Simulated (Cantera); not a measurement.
Equilibrium for abatement and gas-phase synthesis: SO₂ + H₂ + O₂

A closed system holds: 1 mol SO₂, 0.07 mol H₂, 0.26 mol O₂, at 1925 K.

Method: chemical equilibrium by Gibbs-energy minimisation in Cantera with the NASA 1993 tables (ideal gas, pure condensed phases). Candidate condensed phases: H₂O, H₂SO₄, S; 19 gas species. The ideal-gas law is rough above about 30 bar. Rates play no part.

From 10.0 Pa to 300 bar nothing is condensed.

| P (Pa) | log p SO₂ | log p O₂ | log p H₂O | log p SO₃ | log p O | log p SO |
|---|---|---|---|---|---|---|
| 10 | -4.13 | -4.77 | -5.35 | -8.67 | -5.82 | -5.88 |
| 84 | -3.19 | -3.84 | -4.38 | -7.27 | -5.36 | -5.41 |
| 710 | -2.26 | -2.91 | -3.43 | -5.87 | -4.89 | -4.94 |
| 6000 | -1.34 | -1.98 | -2.50 | -4.48 | -4.43 | -4.48 |
| 50000 | -0.41 | -1.06 | -1.57 | -3.10 | -3.97 | -4.02 |
| 420000 | 0.51 | -0.14 | -0.65 | -1.72 | -3.51 | -3.55 |
| 3600000 | 1.44 | 0.78 | 0.29 | -0.32 | -3.04 | -3.09 |
| 30000000 | 2.35 | 1.68 | 1.22 | 1.04 | -2.60 | -2.62 |
log p: log10 of the partial pressure in bar; nothing condenses.
